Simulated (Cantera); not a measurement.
Feed: 1 mol HgO, 41 mol H2, equilibrated at 1573.15 K and 110 Pa.

Cantera equilibrium calculation (NASA polynomials, part measured and part estimated; ideal gas, pure solids and liquids). Candidate condensed phases: H2O, Hg, HgO; 10 gas species. Equilibrium is a limit: real reactors are often held back by kinetics, nucleation or transport.

Base state: H2 0.951, Hg 0.0238, H2O 0.0238, H 0.00120 (mole fractions); condensed: gas only.

Problem. What changes in the equilibrium state with this change: temperature from 1573.15 K to 823.15 K?

Solution. 
```
species   before   after
-------  -------  ------
H2         0.951   0.952
H2O       0.0238  0.0238
Hg        0.0238  0.0238
H        0.00120   <1e-9
```
